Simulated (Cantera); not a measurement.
A closed system holds: 1 mol Si₃N₄, 0.018 mol CO₂, 16 mol H₂, at 1900 °C and 1 atm.

Equilibrium computed with Cantera from the NASA thermochemical tables; the gas is ideal and each condensed phase is pure. Candidate condensed phases: C, C₆H₆, C₇H₈, C₈H₁₈, H₂O, Si, SiC, SiO₂, Si₂N₂O, Si₃N₄; 151 gas species. The tables' values for SiN are old estimates; treat these amounts as uncertain. Gases not in the tables: Si₂H₆ and higher silanes. The numbers say what is thermodynamically allowed, not how fast it happens.

Base state: H₂ 0.882, N₂ 0.110, H 0.00451, SiO 0.00147, CO 0.000520, HCN 0.000415, Si 0.000280, SiH₂ 0.000232 (mole fractions); condensed: Si(l).

### Question
What changes in the equilibrium state with this change: Si₃N₄ replaced by Si?

### Answer
| species | before | after |
|---|---|---|
| H₂ | 0.882 | 0.992 |
| H | 0.00451 | 0.00478 |
| SiO | 0.00147 | 0.00130 |
| N₂ | 0.110 | 0 |
| CO | 0.000520 | 0.000941 |
| HCN | 0.000415 | 0 |
| HNC | 3.15e-5 | 0 |
| Si(l), mol | 2.96 | 0.966 |
| SiC(s), mol | 0 | 0.00145 |
Mutual solubility and eutectic melting of coexisting phases are not modelled.

### Question
What changes in the equilibrium state with this change: temperature from 1900 °C to 1250 °C?

### Answer
```
species           before     after
--------------  --------  --------
H₂                 0.882     0.998
N₂                 0.110   0.00140
CH₄              1.06e-5  0.000133
H                0.00451   2.29e-5
SiO              0.00147   5.53e-7
Si              0.000280   2.48e-9
Si₂N             1.88e-5     <1e-9
SiH             0.000123   7.29e-9
Si(l), mol          2.96         0
SiC(s), mol            0    0.0158
Si₂N₂O(s), mol         0    0.0360
Si₃N₄(s), mol          0     0.971
```
Mutual solubility and eutectic melting of coexisting phases are not modelled.

### Question
What changes in the equilibrium state with this change: temperature from 1900 °C to 1027 °C?

### Answer
```csv
species,before,after
H₂,0.882,0.998
CH₄,1.06e-5,0.00112
N₂,0.110,0.000748
H,0.00451,1.10e-6
SiO,0.00147,<1e-9
Si,0.000280,<1e-9
SiH₂,0.000232,<1e-9
"Si(l), mol",2.96,0
"Si₂N₂O(s), mol",0,0.0360
"Si₃N₄(s), mol",0,0.976
```
Mutual solubility and eutectic melting of coexisting phases are not modelled.
